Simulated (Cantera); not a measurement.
# B2O3 + H2 + H2O (boron, boron nitride and boron oxide)

Feed: 1 mol B2O3, 2.8 mol H2, 0.00043 mol H2O, at 1.60 mbar.

Equilibrium computed with Cantera from the NASA thermochemical tables; the gas is ideal and each condensed phase is pure. Candidate condensed phases: B, B2O3, B3O3H3, H2O; 23 gas species. Rates play no part.

From 1850 K to 2200 K nothing is condensed. The main B-bearing gas is B2O3 throughout.

```
T (K)   x H2  x B2O3  x HBO2     x H    x BO   x HBO    x H2O   x B2O2
-----  -----  ------  ------  ------  ------  ------  -------  -------
1850   0.650   0.171  0.0856  0.0109  0.0143  0.0507  0.00347   0.0137
1900   0.641   0.165  0.0894  0.0159  0.0204  0.0514  0.00430   0.0131
1950   0.629   0.158  0.0933  0.0227  0.0282  0.0513  0.00532   0.0123
2000   0.615   0.150  0.0971  0.0319  0.0379  0.0504  0.00658   0.0112
2050   0.597   0.141   0.101  0.0438  0.0494  0.0486  0.00815   0.0100
2100   0.577   0.131   0.104  0.0591  0.0626  0.0461   0.0101  0.00870
2150   0.552   0.120   0.107  0.0783  0.0771  0.0429   0.0124  0.00736
2200   0.523   0.109   0.109   0.102  0.0925  0.0391   0.0152  0.00607
```
x: gas mole fraction; nothing condenses.
